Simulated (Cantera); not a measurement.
# Equilibrium for aluminium and copper etching: Cu + HF

Charge: 1 mol Cu, 3 mol HF, at 6.20 Pa.

Equilibrium computed with Cantera from the NASA thermochemical tables; the gas is ideal and each condensed phase is pure. Candidate condensed phases: Cu, CuF2; 15 gas species. The numbers say what is thermodynamically allowed, not how fast it happens.

```tsv
T (K)	x HF	x Cu	x CuF	x H2	x H	x Cu2	x F	n Cu(s)	n Cu(l)
1023	1.000	6.20e-7	3.28e-5	1.64e-5	2.13e-9	1.57e-12	2.31e-11	1.000	0
1073	1.000	3.84e-6	8.37e-5	4.18e-5	1.15e-8	2.09e-11	1.02e-10	1.000	0
1123	1.000	2.02e-5	0.000196	9.79e-5	5.35e-8	2.21e-10	3.98e-10	0.999	0
1173	0.999	9.21e-5	0.000426	0.000213	2.18e-7	1.90e-9	1.38e-9	0.998	0
1223	0.998	0.000370	0.000868	0.000434	7.95e-7	1.36e-8	4.34e-9	0.996	0
1273	0.996	0.00133	0.00167	0.000833	2.61e-6	8.34e-8	1.25e-8	0.991	0
1323	0.991	0.00433	0.00305	0.00152	7.85e-6	4.43e-7	3.31e-8	0.978	0
1373	0.979	0.0127	0.00525	0.00261	2.16e-5	2.02e-6	8.18e-8	0	0.945
1423	0.954	0.0337	0.00844	0.00419	5.46e-5	7.81e-6	1.90e-7	0	0.868
1473	0.897	0.0835	0.0128	0.00635	0.000128	2.74e-5	4.08e-7	0	0.682
1523	0.779	0.194	0.0179	0.00881	0.000276	8.81e-5	7.87e-7	0	0.200
```
x: gas mole fraction; n: condensed amount in mol.

From 1023 K to 1323 K the condensed part is Cu(s). From 1373 K to 1523 K the condensed part is Cu(l). The main Cu-bearing gas is CuF at 1023 K and Cu at 1523 K.
